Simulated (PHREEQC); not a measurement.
Make-up at 25 °C: 0.041 mol/kgw FeCl3 and 0.24 mol/kgw CaCl2. Closed to the air; pH follows from the charge balance.

Model: ion-association model, phreeqc.dat, run in PHREEQC.

Problem. The ionic strength comes out as 0.847 mol/kgw. What activity coefficients do Cl-, FeOH+2, Ca+2, FeCl2+, H+ get?

Solution. Cl- 0.62, FeOH+2 0.18, Ca+2 0.25, FeCl2+ 0.65, H+ 0.75.

No solid was allowed to form. Examples of supersaturated solids here: Hematite (slow to form), Goethite (slow to form). Others may be too. Caution: at this ionic strength the ion-association model is outside its range; a Pitzer model would be the better tool where its parameters exist.
